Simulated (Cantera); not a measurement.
What does this Cantera script print?

```python
import numpy as np
import cantera as ct

surf = ct.Interface("ptcombust.yaml", "Pt_surf")
gas = surf.adjacent["gas"]
gas.TPX = 600, 31000, {'H2': 0.022, 'O2': 0.071, 'N2': 0.79}
surf.TP = 600, 31000
reactor = ct.FlowReactor(gas, clone=False)
reactor.area = 0.0001  # m2
reactor.surface_area_to_volume_ratio = 1100  # 1/m
reactor.mass_flow_rate = 1.7 * reactor.area * gas.density  # inlet velocity 1.7 m/s
reactor.energy_enabled = False
wall = ct.ReactorSurface(surf, reactor, clone=False)
net = ct.ReactorNet([reactor])
net.rtol, net.atol = 1e-8, 1e-16
show, cover = ['H2', 'O2', 'H2O'], ['PT(S)', 'H(S)', 'O(S)', 'OH(S)', 'CO(S)', 'C(S)']

rows = []
print(f"{'z/m':>9s}{'u/(m/s)':>9s}" + "".join(f"{s:>13s}" for s in show + cover))
for z in [3.1e-05, 5.1e-05, 8.5e-05, 0.00014, 0.00024, 0.0004, 0.00066, 0.0011, 0.0018, 0.0031]:
    net.advance(z)
    rows.append([reactor.speed, *gas[show].X, *surf[cover].coverages])
    print(f"{z:9.4g}{rows[-1][0]:9.3g}" + "".join(f"{x:13.4e}" for x in rows[-1][1:]))
```

It prints:

```
      z/m  u/(m/s)           H2           O2          H2O        PT(S)         H(S)         O(S)        OH(S)        CO(S)         C(S)
  3.1e-05      1.7   1.9105e-02   7.7702e-02   5.8838e-03   4.0343e-01   2.0303e-07   5.8208e-01   1.4449e-02   3.0045e-23   5.4363e-27
  5.1e-05     1.69   1.6545e-02   7.6511e-02   8.4758e-03   3.5482e-01   1.4558e-07   6.3062e-01   1.4518e-02  -1.4671e-24  -3.3924e-28
  8.5e-05     1.69   1.3424e-02   7.5057e-02   1.1636e-02   2.9346e-01   9.1779e-08   6.9211e-01   1.4384e-02   3.1484e-24   7.3505e-28
  0.00014     1.69   1.0230e-02   7.3570e-02   1.4871e-02   2.2815e-01   5.1813e-08   7.5796e-01   1.3847e-02   2.1900e-25  -1.2418e-28
  0.00024     1.68   7.0893e-03   7.2108e-02   1.8051e-02   1.6132e-01   2.4791e-08   8.2596e-01   1.2678e-02   1.6711e-23   3.7115e-27
   0.0004     1.68   4.7222e-03   7.1006e-02   2.0448e-02   1.0913e-01   1.1304e-08   8.7974e-01   1.1107e-02   6.5582e-26   6.7757e-29
  0.00066     1.68   3.0450e-03   7.0225e-02   2.2146e-02   7.1161e-02   4.9696e-09   9.1945e-01   9.3739e-03  -2.0993e-23   7.3612e-28
   0.0011     1.68   1.8940e-03   6.9689e-02   2.3311e-02   4.4629e-02   2.0916e-09   9.4771e-01   7.6504e-03  -7.4568e-26  -1.7272e-29
   0.0018     1.68   1.1792e-03   6.9356e-02   2.4035e-02   2.7969e-02   9.0087e-10   9.6585e-01   6.1707e-03   2.6921e-26   5.4268e-30
   0.0031     1.68   6.9092e-04   6.9129e-02   2.4530e-02   1.6544e-02   3.5756e-10   9.7864e-01   4.8071e-03  -2.1507e-27  -2.3476e-30
```

Cantera simulation using Deutschmann's 1995 Pt surface mechanism with GRI-Mech 3.0 gas chemistry; the numbers are that mechanism's predictions, not measurements. Catalytic surfaces can have several steady states; this one follows from the mechanism file's or the stated starting coverage. Mass transfer to the wall is taken as infinitely fast.
